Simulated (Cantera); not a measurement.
**Equilibrium for boron, boron nitride and boron oxide: B2O3 + NH3 + N2**

Charge: 1 mol B2O3, 5.8 mol NH3, 0.53 mol N2, held at 110 Pa.

Cantera equilibrium calculation (NASA polynomials, part measured and part estimated; ideal gas, pure solids and liquids). Candidate condensed phases: B, BN, B2O3, B3O3H3, H2O; 39 gas species. Mutual solubility and eutectic melting of coexisting phases are not modelled. Kinetics and transport are ignored.

```tsv
T (°C)	log p H2	log p N2	log p B2O3	log p HBO2	log p H	log p HBO	log p BO	log p H2O	n BN(s)	n B2O3(l)
677	-3.10	-3.51	-12.57	-8.20	-10.81	-10.65	<-14	-6.28	0.00390	0.998
777	-3.10	-3.51	-10.49	-7.30	-9.64	-9.11	-13.86	-6.29	0.00392	0.998
877	-3.10	-3.51	-8.78	-6.56	-8.68	-7.85	-11.74	-6.31	0.00454	0.996
977	-3.10	-3.51	-7.36	-5.95	-7.87	-6.79	-9.96	-6.33	0.00695	0.989
1077	-3.11	-3.51	-6.15	-5.44	-7.18	-5.90	-8.45	-6.35	0.0119	0.959
1177	-3.11	-3.51	-5.12	-5.01	-6.58	-5.14	-7.16	-6.39	0.00802	0.809
1277	-3.15	-3.54	-4.27	-4.52	-6.08	-4.66	-6.20	-6.15	0	0
1377	-3.16	-3.54	-4.31	-4.48	-5.62	-4.61	-5.74	-5.93	0	0
1477	-3.16	-3.54	-4.34	-4.44	-5.21	-4.57	-5.35	-5.72	0	0
1577	-3.17	-3.55	-4.39	-4.41	-4.85	-4.56	-5.02	-5.52	0	0
1677	-3.18	-3.55	-4.45	-4.38	-4.53	-4.57	-4.74	-5.32	0	0
```
log p: log10 of the partial pressure in bar; n: condensed amount in mol.

From 677 °C to 1177 °C the condensed part is BN(s) + B2O3(l). From 1277 °C to 1677 °C nothing is condensed. The main B-bearing gas is HBO2 at 677 °C and B2O3 at 1677 °C.
